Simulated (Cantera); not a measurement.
Cantera with NASA thermochemical tables; ideal gases at 1 bar, condensed phases pure. Values are per mole of reaction as written; species without (g) are pure solids or liquids, kept so even where they would boil at 1 bar.

6 VO₂(g) + N₂O(g) ⇌ 3 V₂O₃ + 2 NO₂(g), with ΔH° = -2273.6 kJ and ΔS° = -1036.2 J/K at 300 K.

Q: How far is the shortcut ΔG° ≈ ΔH°(300 K) − T·ΔS°(300 K) from the full temperature-dependent value at 975, 1175, 1375, 1575, 1775, 1975, 2175, 2375, 2575, 2775, 2975 K?

A: 
```tsv
T (K)	shortcut (kJ)	full (kJ)	difference (kJ)	difference in log10 K	condensed phases
975	-1263.3	-1313.6	50.3	-2.70	V₂O₃(s)
1175	-1056.0	-1135.0	78.9	-3.51	V₂O₃(s)
1375	-848.8	-961.2	112.4	-4.27	V₂O₃(s)
1575	-641.5	-792.1	150.5	-4.99	V₂O₃(s)
1775	-434.3	-627.5	193.2	-5.68	V₂O₃(s)
1975	-227.1	-467.3	240.2	-6.35	V₂O₃(s)
2175	-19.8	-311.5	291.7	-7.00	V₂O₃(s)
2375	187.4	-165.2	352.7	-7.76	V₂O₃(l)
2575	394.7	-47.2	441.9	-8.96	V₂O₃(l)
2775	601.9	68.0	533.9	-10.05	V₂O₃(l)
2975	809.2	180.6	628.6	-11.04	V₂O₃(l)
```
The shortcut ignores heat capacities and the phase changes listed.
